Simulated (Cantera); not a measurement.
Charge: 1 mol Si, 3.5 mol H2, 0.91 mol Cl2, held at 1.50 bar.

Method: chemical equilibrium by Gibbs-energy minimisation in Cantera with the NASA 1993 tables (ideal gas, pure condensed phases). Candidate condensed phases: Si; 19 gas species. The tables' values for SiCl3 are old estimates; treat these amounts as uncertain. Kinetics and transport are ignored.

Q: At 773 K, list the 5 most abundant gas species with their mole fractions, and the condensed phases.

A: H2 0.868, SiCl4 0.0752, SiHCl3 0.0531, SiH2Cl2 0.00288, HCl 0.000774. Condensed: Si(s).
